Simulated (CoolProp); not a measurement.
CH2F2 (R32) at 298.15 K and 0.53 MPa is throttled through a valve to 0.103 MPa with no heat exchange. Each further row changes one setting.

Values from CoolProp's reference Helmholtz-energy equation of state, Tillner-Roth 1997.

```
case                        temperature change (K)  final density (kg/m³)
--------------------------  ----------------------  ---------------------
as stated                                      [?]                   2.28
outlet pressure 0.0309 MPa                     [?]                    [?]
outlet pressure 0.134 MPa                      [?]                    [?]
```

Complete the blanks.


- as stated, temperature change (K): -11.5
- outlet pressure 0.0309 MPa, temperature change (K): -13.7
- outlet pressure 0.0309 MPa, final density (kg/m³): 0.683
- outlet pressure 0.134 MPa, temperature change (K): -10.6
- outlet pressure 0.134 MPa, final density (kg/m³): 2.97
